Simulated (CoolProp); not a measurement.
Values from CoolProp's reference Helmholtz-energy equation of state, Thol 2015.

Q: For octamethylcyclotetrasiloxane (D4), give the phase and the Z, speed of sound (m/s), fugacity coefficient at 312.75 °C and 101 kPa.

A: 
- 312.75 °C and 101 kPa: gas; Z 0.973, speed of sound 126, fugacity coefficient 0.974
